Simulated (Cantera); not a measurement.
Input (Python, Cantera) and output of one run.

```python
import numpy as np
import cantera as ct

gas_names = """
    NO2 NO N N2O Pb
""".split()
cond_names = """
    Pb(cr) Pb(L) PbO(rd) PbO(yw) PbO(L)
""".split()


# ... load() reads the species with a 1 bar reference pressure and builds the phases ...
species = {s.name: s for s in load("nasa_gas.yaml", gas_names) + load("nasa_condensed.yaml", cond_names)}
# Each term lists the table entries of one substance; the one whose range holds T is used.
reactions = {
    'Pb + NO2(g) = NO(g) + PbO':
        [(-1, ['Pb(cr)', 'Pb(L)']), (-1, ['NO2']), (1, ['NO']), (1, ['PbO(rd)', 'PbO(yw)', 'PbO(L)'])],
    'PbO + 2 N(g) = N2O(g) + Pb(g)':
        [(-1, ['PbO(rd)', 'PbO(yw)', 'PbO(L)']), (-2, ['N']), (1, ['N2O']), (1, ['Pb'])],
}


def pick(names, T):
    return next(species[n] for n in names if species[n].thermo.min_temp <= T <= species[n].thermo.max_temp)


results = []
for label, terms in reactions.items():
    print(label)
    print("     T/K   dH/kJ  dS/(J/K)   dG/kJ   log10 K")
    for T in [2050, 2100, 2150, 2200, 2250]:
        used = [(nu, pick(names, T)) for nu, names in terms]
        dH = sum(nu * s.thermo.h(T) for nu, s in used) / 1e6
        dS = sum(nu * s.thermo.s(T) for nu, s in used) / 1e3
        dG = dH - T * dS / 1e3
        logK = -dG * 1e6 / (ct.gas_constant * T * np.log(10))
        results.append((label, T, dH, dS, dG, logK, [s.name for _, s in used]))
        print(f"{T:8g} {dH:8.1f} {dS:8.1f} {dG:8.1f} {logK:8.2f}")
```

It prints:

```
Pb + NO2(g) = NO(g) + PbO
     T/K   dH/kJ  dS/(J/K)   dG/kJ   log10 K
    2050   -118.7      9.6   -138.5     3.53
    2100   -118.0     10.0   -139.0     3.46
    2150   -117.3     10.3   -139.5     3.39
    2200   -116.6     10.6   -140.0     3.32
    2250   -115.9     11.0   -140.5     3.26
PbO + 2 N(g) = N2O(g) + Pb(g)
     T/K   dH/kJ  dS/(J/K)   dG/kJ   log10 K
    2050   -519.0    -50.2   -416.2    10.60
    2100   -520.0    -50.6   -413.7    10.29
    2150   -521.0    -51.1   -411.1     9.99
    2200   -521.9    -51.5   -408.6     9.70
    2250   -522.8    -51.9   -406.0     9.42
```

Standard-state values (1 bar) from the NASA 1993 polynomials, evaluated with Cantera. Condensed species are held in their standard states even where they would react or evaporate.
